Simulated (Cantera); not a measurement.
Charge: 1 mol SiH2Cl2, 0.41 mol NH3, 1.3 mol H2, held at 1600 K and 0.133 bar.

Method: chemical equilibrium by Gibbs-energy minimisation in Cantera with the NASA 1993 tables (ideal gas, pure condensed phases). Candidate condensed phases: NH4Cl, Si, Si3N4; 28 gas species. Mutual solubility and eutectic melting of coexisting phases are not modelled. The tables' values for SiCl3, SiCl are old estimates; treat these amounts as uncertain. Kinetics and transport are ignored.

Base state: H2 0.668, HCl 0.166, SiCl2 0.143, SiCl3 0.0145, SiCl4 0.00361, N2 0.00224, SiHCl3 0.00210, SiH2Cl2 0.000203 (mole fractions); condensed: Si(s) + Si3N4(s).

Task: What changes in the equilibrium state with this change: temperature from 1600 K to 1073.15 K?

Result: 
| species | before | after |
|---|---|---|
| H2 | 0.668 | 0.818 |
| SiCl4 | 0.00361 | 0.108 |
| SiHCl3 | 0.00210 | 0.0330 |
| SiCl2 | 0.143 | 0.00257 |
| HCl | 0.166 | 0.0329 |
| SiCl3 | 0.0145 | 0.00417 |
| N2 | 0.00224 | 2.60e-9 |
| Cl | 2.40e-5 | 1.27e-9 |
| SiCl | 1.78e-5 | <1e-9 |
| H | 0.000122 | 3.48e-8 |
| SiH2Cl2 | 0.000203 | 0.00118 |
| Si(s), mol | 0.0737 | 0.182 |
| Si3N4(s), mol | 0.0982 | 0.102 |
The tables' values for SiCl3 are old estimates; treat these amounts as uncertain.

Task: What changes in the equilibrium state with this change: temperature from 1600 K to 1048 K?

Result: 
| species | before | after |
|---|---|---|
| H2 | 0.668 | 0.822 |
| SiCl4 | 0.00361 | 0.110 |
| SiHCl3 | 0.00210 | 0.0339 |
| SiCl2 | 0.143 | 0.00170 |
| HCl | 0.166 | 0.0274 |
| SiCl3 | 0.0145 | 0.00320 |
| N2 | 0.00224 | <1e-9 |
| Cl | 2.40e-5 | <1e-9 |
| Si(s), mol | 0.0737 | 0.179 |
| Si3N4(s), mol | 0.0982 | 0.102 |
The tables' values for SiCl3 are old estimates; treat these amounts as uncertain.

Task: What changes in the equilibrium state with this change: NH3 from 0.41 to 11 mol?

Result: 
```tsv
species	before	after
H2	0.668	0.723
N2	0.00224	0.197
HCl	0.166	0.0779
SiCl2	0.143	0.00146
SiCl3	0.0145	6.68e-5
SiCl4	0.00361	7.51e-6
SiHCl3	0.00210	1.01e-5
SiH2Cl2	0.000203	2.26e-6
Si(s), mol	0.0737	0
Si3N4(s), mol	0.0982	0.321
```
The tables' values for SiCl3 are old estimates; treat these amounts as uncertain.
